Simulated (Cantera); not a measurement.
## Equilibrium for silicon nitride deposition: SiF4 + N2 + NH3

Input: 1 mol SiF4, 42 mol N2, 0.46 mol NH3, at 13.3 mbar.

Method: chemical equilibrium by Gibbs-energy minimisation in Cantera with the NASA 1993 tables (ideal gas, pure condensed phases). Candidate condensed phases: Si, Si3N4; 37 gas species. The tables' values for SiF3, SiF2 are old estimates; treat these amounts as uncertain. The numbers say what is thermodynamically allowed, not how fast it happens.

| T (K) | log p N2 | log p SiF4 | log p H2 | log p HF | log p SiF3 | log p SiF2 | log p SiHF3 | log p H | n Si3N4(s) |
|---|---|---|---|---|---|---|---|---|---|
| 850 | -1.89 | -3.52 | -3.68 | -6.53 | -9.04 | <-13 | -7.59 | -12.53 | 7.39e-5 |
| 900 | -1.89 | -3.52 | -3.68 | -6.30 | -8.40 | -12.77 | -7.36 | -11.77 | 0.000125 |
| 950 | -1.89 | -3.52 | -3.68 | -6.09 | -7.83 | -11.73 | -7.15 | -11.09 | 0.000198 |
| 1000 | -1.89 | -3.52 | -3.68 | -5.91 | -7.32 | -10.80 | -6.96 | -10.48 | 0.000296 |
| 1050 | -1.89 | -3.52 | -3.68 | -5.74 | -6.86 | -9.96 | -6.79 | -9.93 | 0.000415 |
| 1100 | -1.89 | -3.52 | -3.68 | -5.59 | -6.44 | -9.19 | -6.63 | -9.43 | 0.000541 |
| 1150 | -1.89 | -3.52 | -3.68 | -5.45 | -6.06 | -8.49 | -6.49 | -8.97 | 0.000636 |
| 1200 | -1.89 | -3.52 | -3.68 | -5.33 | -5.71 | -7.86 | -6.36 | -8.55 | 0.000627 |
| 1250 | -1.89 | -3.53 | -3.69 | -5.21 | -5.39 | -7.27 | -6.25 | -8.16 | 0.000375 |
| 1300 | -1.89 | -3.53 | -3.69 | -5.08 | -5.13 | -6.80 | -6.17 | -7.80 | 0 |
| 1350 | -1.89 | -3.54 | -3.69 | -4.90 | -4.94 | -6.47 | -6.16 | -7.47 | 0 |
| 1400 | -1.89 | -3.54 | -3.70 | -4.73 | -4.78 | -6.17 | -6.16 | -7.16 | 0 |
| 1450 | -1.89 | -3.56 | -3.71 | -4.57 | -4.63 | -5.91 | -6.16 | -6.88 | 0 |
| 1500 | -1.89 | -3.57 | -3.72 | -4.43 | -4.49 | -5.66 | -6.17 | -6.61 | 0 |
log p: log10 of the partial pressure in bar; n: condensed amount in mol.

From 850 K to 1250 K the condensed part is Si3N4(s). From 1300 K to 1500 K nothing is condensed. The main Si-bearing gas is SiF4 throughout.
